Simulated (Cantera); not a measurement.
## CS2 + SO2 + N2 (abatement and gas-phase synthesis)

Input: 1 mol CS2, 0.035 mol SO2, 0.59 mol N2, held at 0.410 bar.

Equilibrium computed with Cantera from the NASA thermochemical tables; the gas is ideal and each condensed phase is pure. Candidate condensed phases: C, S; 35 gas species. The numbers say what is thermodynamically allowed, not how fast it happens.

From 1400 K to 1850 K the condensed part is C(graphite). The main C-bearing gas is CS2 throughout.

```json
[
 {"T (K)": "1400", "x CS2": "0.513", "x N2": "0.352", "x S2": "0.0931", "x CO": "0.0402", "x CS": "0.000223", "x COS": "0.00157", "x S": "5.60e-6", "n C(graphite)": "0.0698"},
 {"T (K)": "1450", "x CS2": "0.510", "x N2": "0.352", "x S2": "0.0955", "x CO": "0.0405", "x CS": "0.000424", "x COS": "0.00123", "x S": "1.08e-5", "n C(graphite)": "0.0733"},
 {"T (K)": "1500", "x CS2": "0.508", "x N2": "0.352", "x S2": "0.0977", "x CO": "0.0407", "x CS": "0.000772", "x COS": "0.000984", "x S": "1.99e-5", "n C(graphite)": "0.0766"},
 {"T (K)": "1550", "x CS2": "0.505", "x N2": "0.352", "x S2": "0.0998", "x CO": "0.0409", "x CS": "0.00135", "x COS": "0.000797", "x S": "3.52e-5", "n C(graphite)": "0.0796"},
 {"T (K)": "1600", "x CS2": "0.503", "x N2": "0.351", "x S2": "0.102", "x CO": "0.0410", "x CS": "0.00228", "x COS": "0.000654", "x S": "6.02e-5", "n C(graphite)": "0.0821"},
 {"T (K)": "1650", "x CS2": "0.500", "x N2": "0.351", "x S2": "0.104", "x CO": "0.0411", "x CS": "0.00372", "x COS": "0.000542", "x S": "9.97e-5", "n C(graphite)": "0.0840"},
 {"T (K)": "1700", "x CS2": "0.496", "x N2": "0.351", "x S2": "0.105", "x CO": "0.0412", "x CS": "0.00590", "x COS": "0.000454", "x S": "0.000160", "n C(graphite)": "0.0851"},
 {"T (K)": "1750", "x CS2": "0.492", "x N2": "0.350", "x S2": "0.107", "x CO": "0.0412", "x CS": "0.00910", "x COS": "0.000384", "x S": "0.000250", "n C(graphite)": "0.0850"},
 {"T (K)": "1800", "x CS2": "0.488", "x N2": "0.349", "x S2": "0.108", "x CO": "0.0411", "x CS": "0.0137", "x COS": "0.000327", "x S": "0.000381", "n C(graphite)": "0.0835"},
 {"T (K)": "1850", "x CS2": "0.481", "x N2": "0.348", "x S2": "0.108", "x CO": "0.0410", "x CS": "0.0200", "x COS": "0.000281", "x S": "0.000566", "n C(graphite)": "0.0800"}
]
```
x: gas mole fraction; n: condensed amount in mol.
